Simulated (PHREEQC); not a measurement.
Solution A (0.2 mol/kgw HNO3 and 0.0014 mol/kgw KCl) is mixed with solution B (6.3 mmol/kgw HF and 0.81 mmol/kgw Pb(BF4)2) at 25 °C; shares are by mass of water, 1 kg in all. Oxygen alone is held at its pressure in air (log pO2 = -0.68). The system is closed to CO2. Solids allowed: PbF2, Matlockite, Litharge, Cotunnite, Laurionite. Others were left out.

Equilibrium calculation in PHREEQC: ion-association model, wateq4f.dat.

```json
[
 {"share of solution B": "0", "pH": "0.80", "Pb+2 (mol/kgw)": "0", "BF4- (mol/kgw)": "0", "HF (mol/kgw)": "0", "H3BO3 (mol/kgw)": "0", "PbNO3+ (mol/kgw)": "0", "F- (mol/kgw)": "0"},
 {"share of solution B": "0.1", "pH": "0.84", "Pb+2 (mol/kgw)": "4.48e-5", "BF4- (mol/kgw)": "1.93e-7", "HF (mol/kgw)": "0.00126", "H3BO3 (mol/kgw)": "0.000162", "PbNO3+ (mol/kgw)": "3.55e-5", "F- (mol/kgw)": "8.50e-6"},
 {"share of solution B": "0.2", "pH": "0.89", "Pb+2 (mol/kgw)": "(withheld)", "BF4- (mol/kgw)": "6.08e-6", "HF (mol/kgw)": "0.00248", "H3BO3 (mol/kgw)": "0.000317", "PbNO3+ (mol/kgw)": "6.78e-5", "F- (mol/kgw)": "1.84e-5"},
 {"share of solution B": "0.3", "pH": "0.95", "Pb+2 (mol/kgw)": "0.000145", "BF4- (mol/kgw)": "3.95e-5", "HF (mol/kgw)": "0.00356", "H3BO3 (mol/kgw)": "0.000441", "PbNO3+ (mol/kgw)": "9.63e-5", "F- (mol/kgw)": "2.95e-5"},
 {"share of solution B": "0.4", "pH": "1.01", "Pb+2 (mol/kgw)": "0.000201", "BF4- (mol/kgw)": "0.000123", "HF (mol/kgw)": "0.00444", "H3BO3 (mol/kgw)": "0.000513", "PbNO3+ (mol/kgw)": "(withheld)", "F- (mol/kgw)": "4.17e-5"},
 {"share of solution B": "0.5", "pH": "1.09", "Pb+2 (mol/kgw)": "0.000263", "BF4- (mol/kgw)": "0.000255", "HF (mol/kgw)": "0.00511", "H3BO3 (mol/kgw)": "0.000533", "PbNO3+ (mol/kgw)": "0.000139", "F- (mol/kgw)": "5.59e-5"},
 {"share of solution B": "0.6", "pH": "1.18", "Pb+2 (mol/kgw)": "0.000332", "BF4- (mol/kgw)": "0.000425", "HF (mol/kgw)": "0.00563", "H3BO3 (mol/kgw)": "0.000513", "PbNO3+ (mol/kgw)": "0.000151", "F- (mol/kgw)": "7.42e-5"},
 {"share of solution B": "0.7", "pH": "1.30", "Pb+2 (mol/kgw)": "0.000411", "BF4- (mol/kgw)": "(withheld)", "HF (mol/kgw)": "0.00602", "H3BO3 (mol/kgw)": "0.000463", "PbNO3+ (mol/kgw)": "0.000153", "F- (mol/kgw)": "0.000101"},
 {"share of solution B": "0.8", "pH": "1.47", "Pb+2 (mol/kgw)": "0.000505", "BF4- (mol/kgw)": "0.000852", "HF (mol/kgw)": "0.00628", "H3BO3 (mol/kgw)": "0.000384", "PbNO3+ (mol/kgw)": "0.000140", "F- (mol/kgw)": "(withheld)"},
 {"share of solution B": "0.9", "pH": "1.75", "Pb+2 (mol/kgw)": "0.000623", "BF4- (mol/kgw)": "0.00111", "HF (mol/kgw)": "0.00634", "H3BO3 (mol/kgw)": "0.000270", "PbNO3+ (mol/kgw)": "0.000102", "F- (mol/kgw)": "0.000278"},
 {"share of solution B": "1", "pH": "2.75", "Pb+2 (mol/kgw)": "0.000789", "BF4- (mol/kgw)": "0.00137", "HF (mol/kgw)": "0.00477", "H3BO3 (mol/kgw)": "0.000114", "PbNO3+ (mol/kgw)": "0", "F- (mol/kgw)": "0.00194"}
]
```

Problem. Some entries are withheld; supply them.

Solution. 
- 0.2, Pb+2 (mol/kgw): 9.29e-5
- 0.4, PbNO3+ (mol/kgw): 0.000120
- 0.7, BF4- (mol/kgw): 0.000625
- 0.8, F- (mol/kgw): 0.000150

Real BF4- forms and hydrolyses slowly; the run takes it at equilibrium.
